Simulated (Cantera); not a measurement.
Input: 1 mol CaCO3, 0.16 mol O2, 3.7 mol CO2, held at 0.120 bar.

Method: chemical equilibrium by Gibbs-energy minimisation in Cantera with the NASA 1993 tables (ideal gas, pure condensed phases). Candidate condensed phases: C, Ca, CaCO3, CaO; 15 gas species. Rates play no part.

Task: Which condensed phases are stable at each of these points (T (K)): 750, 850, 950, 1050, 1150, 1250, 1350, 1450, 1550, 1650, 1750?

Result: 
```tsv
T (K)	condensed phases	Ca condensed (%)
750	CaCO3(calcite)	100.0
850	CaCO3(calcite)	100.0
950	CaCO3(calcite)	100.0
1050	CaO(s)	100.0
1150	CaO(s)	100.0
1250	CaO(s)	100.0
1350	CaO(s)	100.0
1450	CaO(s)	100.0
1550	CaO(s)	100.0
1650	CaO(s)	100.0
1750	CaO(s)	100.0
```

From 750 K to 950 K the condensed part is CaCO3(calcite). From 1050 K to 1750 K the condensed part is CaO(s).
